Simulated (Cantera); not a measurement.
CH₃F + H₂ (fluorocarbon and chlorocarbon gases)

Charge: 1 mol CH₃F, 0.17 mol H₂, held at 1098 K and 2.40 mbar.

These are equilibrium values from Cantera (NASA tables, ideal gas, pure condensed phases), not measurements of a reactor. Candidate condensed phases: C, C₆H₆, C₇H₈, C₈H₁₈; 95 gas species. Equilibrium is a limit: real reactors are often held back by kinetics, nucleation or transport.

```
Property            Value
--------------  ---------
x(H₂)               0.539
x(HF)               0.461
x(CH₄)            2.55e-5
n(C(graphite))  1.000 mol
gas amount      2.170 mol
```
